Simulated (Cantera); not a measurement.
An adiabatic, constant-pressure homogeneous reactor starts with CH₄ : O₂ : N₂ = 1 : 5 : 18.8 (molar parts), at 1775 K and 230000 Pa.

Computed with Cantera and GRI-Mech 3.0 (53 species, 325 reactions).

x: mole fraction; the columns are a selection and need not sum to one.

```csv
t (s),T (K),x CH₄,x O₂,x N₂O,x NO,x CH₂O,x CO,x H
2.00e-6,1775,0.0403,0.202,4.83e-11,<1e-12,6.16e-7,6.82e-9,3.35e-7
4.80e-6,1775,0.0403,0.202,2.00e-10,2.65e-12,4.35e-6,8.41e-8,4.07e-7
1.15e-5,1775,0.0401,0.202,9.54e-10,1.10e-11,3.23e-5,1.46e-6,7.12e-7
2.76e-5,1776,0.0393,0.201,5.47e-9,7.76e-11,0.000312,5.77e-5,3.96e-6
6.62e-5,2239,2.15e-12,0.121,8.26e-7,1.06e-5,6.91e-11,0.0212,0.00491
0.000159,2488,<1e-12,0.118,1.24e-6,___,4.16e-12,___,___
0.000381,2519,<1e-12,0.118,1.24e-6,0.000740,2.54e-12,0.00294,0.000560
0.000913,2518,<1e-12,0.117,1.24e-6,0.00178,2.50e-12,0.00291,0.000552
0.00219,2514,<1e-12,0.116,1.24e-6,0.00405,2.44e-12,0.00287,0.000539
0.00525,2507,<1e-12,0.114,1.25e-6,0.00824,2.32e-12,0.00280,0.000517
0.0126,2498,<1e-12,0.112,1.29e-6,___,2.18e-12,0.00271,0.000491
0.0302,2494,<1e-12,0.111,1.32e-6,0.0159,2.12e-12,0.00267,0.000478
0.0725,2494,<1e-12,0.110,1.32e-6,0.0161,2.11e-12,0.00266,0.000477
0.174,2494,<1e-12,0.110,1.32e-6,0.0161,2.11e-12,0.00266,0.000477
0.417,2494,<1e-12,0.110,1.32e-6,0.0161,2.11e-12,0.00266,0.000477
1.00,2494,<1e-12,0.110,1.32e-6,0.0161,2.11e-12,0.00266,0.000477
```

**Question.** What belongs in the gaps?

**Answer.** 
- 0.000159, x NO: 0.000267
- 0.000159, x CO: 0.00433
- 0.000159, x H: 0.000967
- 0.0126, x NO: 0.0133
